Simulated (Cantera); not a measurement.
Feed: 1 mol CH₃OH, 0.045 mol O₂, a varied amount of N₂, equilibrated at 2923 K and 3500000 Pa.

Cantera equilibrium calculation (NASA polynomials, part measured and part estimated; ideal gas, pure solids and liquids). Candidate condensed phases: C, C₆H₆, C₇H₈, C₈H₁₈, H₂O; 136 gas species. The ideal-gas law is rough above about 30 bar. Equilibrium is a limit: real reactors are often held back by kinetics, nucleation or transport.

Task: At 14 mol N₂, list the 5 most abundant gas species with their mole fractions, and the condensed phases.

Result: N₂ 0.821, H₂ 0.109, CO 0.0582, H 0.00691, H₂O 0.00482. Condensed: gas only.
